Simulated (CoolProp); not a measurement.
A simple Rankine cycle with water: condensing at 307.15 K, boiler at 0.175 MPa, turbine inlet 391.3 K, turbine efficiency 0.75, pump efficiency 0.8, no recuperator. Each further row changes one setting.

Model: reference Helmholtz-energy equation of state, Wagner 2002, in CoolProp.

```csv
case,thermal efficiency (%),net work (kJ/kg),heat in (kJ/kg),turbine exit temperature (K),volume ratio over the turbine
as stated,?,380,2560,307.1,23.7
turbine inlet 411.3 K,14.9,?,2600,307.1,?
condensing temperature 299.15 K,16.2,?,2600,299.2,36.2
boiler pressure 0.122 MPa,?,?,?,307.1,16.7
turbine efficiency 0.65,?,329,2560,307.1,24.3
```

Question: Fill in the missing entries.

Answer: 
- as stated, thermal efficiency (%): 14.8
- turbine inlet 411.3 K, net work (kJ/kg): 387
- turbine inlet 411.3 K, volume ratio over the turbine: 22.8
- condensing temperature 299.15 K, net work (kJ/kg): 420
- boiler pressure 0.122 MPa, thermal efficiency (%): 13.4
- boiler pressure 0.122 MPa, net work (kJ/kg): 343
- boiler pressure 0.122 MPa, heat in (kJ/kg): 2570
- turbine efficiency 0.65, thermal efficiency (%): 12.9

The expansion ends wet for: as stated; turbine inlet 411.3 K; condensing temperature 299.15 K; boiler pressure 0.122 MPa; turbine efficiency 0.65.
